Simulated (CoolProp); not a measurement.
Model: reference Helmholtz-energy equation of state, Penoncello 2003, in CoolProp.

Problem. Give the vapour pressure (kPa), liquid density (kg/m³), vapour density (kg/m³), enthalpy of vaporisation (kJ/kg) of saturated CHF3 (R23) at -117.15, -73.45 °C.

Solution. 
```json
[
 {"T (°C)": "-117.15", "p (kPa)": "7.71", "liquid density (kg/m³)": "1570", "vapour density (kg/m³)": "0.420", "enthalpy of vaporisation (kJ/kg)": "266"},
 {"T (°C)": "-73.45", "p (kPa)": "162", "liquid density (kg/m³)": "1410", "vapour density (kg/m³)": "7.26", "enthalpy of vaporisation (kJ/kg)": "232"}
]
```
